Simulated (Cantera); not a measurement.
**AlN + Cl₂ + N₂ (nitride etching)**

A closed system holds: 1 mol AlN, 4.3 mol Cl₂, 0.36 mol N₂, at 0.0230 bar.

Method: chemical equilibrium by Gibbs-energy minimisation in Cantera with the NASA 1993 tables (ideal gas, pure condensed phases). Candidate condensed phases: Al, AlCl₃, AlN; 11 gas species. The tables' values for AlCl₂ are old estimates; treat these amounts as uncertain. The numbers say what is thermodynamically allowed, not how fast it happens.

From 750 K to 2100 K nothing is condensed. The main Al-bearing gas is AlCl₃ throughout.

| T (K) | log p Cl | log p Cl₂ | log p AlCl₃ | log p N₂ | log p Al₂Cl₆ | log p AlCl₂ |
|---|---|---|---|---|---|---|
| 750 | -6.49 | -1.86 | -2.34 | -2.37 | -3.65 | <-13 |
| 900 | -5.06 | -1.86 | -2.31 | -2.37 | -4.95 | <-13 |
| 1050 | -4.03 | -1.86 | -2.31 | -2.37 | -5.90 | -12.12 |
| 1200 | -3.26 | -1.87 | -2.31 | -2.38 | -6.61 | -10.26 |
| 1350 | -2.68 | -1.92 | -2.33 | -2.39 | -7.18 | -8.80 |
| 1500 | -2.25 | -2.03 | -2.36 | -2.43 | -7.67 | -7.63 |
| 1650 | -1.97 | -2.28 | -2.42 | -2.49 | -8.12 | -6.62 |
| 1800 | -1.84 | -2.67 | -2.47 | -2.54 | -8.49 | -5.69 |
| 1950 | -1.79 | -3.14 | -2.50 | -2.56 | -8.77 | -4.83 |
| 2100 | -1.77 | -3.59 | -2.52 | -2.57 | -9.00 | -4.06 |
log p: log10 of the partial pressure in bar; nothing condenses.
